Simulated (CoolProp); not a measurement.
Vapour-liquid equilibrium of ethanol (1) + n-nonane (2) at 109.35 °C; x and y are mole fractions of (1).

The numbers come from the multi-fluid Helmholtz-energy mixture model, Schroeder 2014 and Lemmon 2006; pair parameters Bell 2016 in CoolProp.

Problem. Give the bubble pressure and the first vapour's composition at x = 0.25, 0.45, 0.85. Is there an azeotrope?

Solution. x = 0.25: 0.2230 MPa, y = 0.880; x = 0.45: 0.2590 MPa, y = 0.903; x = 0.85: 0.2884 MPa, y = 0.938. No azeotrope shows between x = 0.05 and 0.95.

The pair parameters rest on a limited set of measurements; away from them the model extrapolates. With so large a gap from Raoult's law the liquid may split in two, which this calculation doesn't test in full.
